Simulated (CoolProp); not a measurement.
Vapour-liquid equilibrium of carbon dioxide (1) + R134a (2) at 5.61 bar; x and y are mole fractions of (1).

Values from CoolProp's multi-fluid Helmholtz-energy mixture model, Span 1996 and Tillner-Roth 1994; pair parameters Bell 2016.

Give the bubble temperature and the first vapour's composition at x = 0.05, 0.2, 0.5. Is there an azeotrope?

x = 0.05: 10.4 °C, y = 0.262; x = 0.2: -12.8 °C, y = 0.720; x = 0.5: -38.1 °C, y = 0.942. No azeotrope shows between x = 0.05 and 0.95.

The pair parameters rest on a limited set of measurements; away from them the model extrapolates.
